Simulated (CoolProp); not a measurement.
A closed Brayton cycle with dry air: compressor inlet 307.15 K and 6.4 MPa, high pressure 17.6 MPa, turbine inlet 790 K, compressor efficiency 0.8, turbine efficiency 0.93, recuperator effectiveness 0.8 (on enthalpy, no pinch check). Each further row changes one setting.

Values from CoolProp's reference Helmholtz-energy equation of state, Lemmon 2000. It is a pseudo-pure fit of the blend.

| case | thermal efficiency (%) | net work (kJ/kg) | compressor to turbine work | compressor exit (K) | turbine exit (K) |
|---|---|---|---|---|---|
| as stated | 25.9 | 61.9 | 0.68 | 436.7 | 615.2 |
| turbine inlet 740 K | 22.7 | 49.4 | 0.73 | 436.7 | 574.6 |
| compressor inlet 317.15 K | 24.3 | 57.2 | 0.71 | 450.8 | 615.2 |
| high pressure 15 MPa | 26.4 | 58.3 | 0.65 | 413.6 | 640.2 |
| recuperator effectiveness 0.5 | 20.9 | 61.9 | 0.68 | 436.7 | 615.2 |
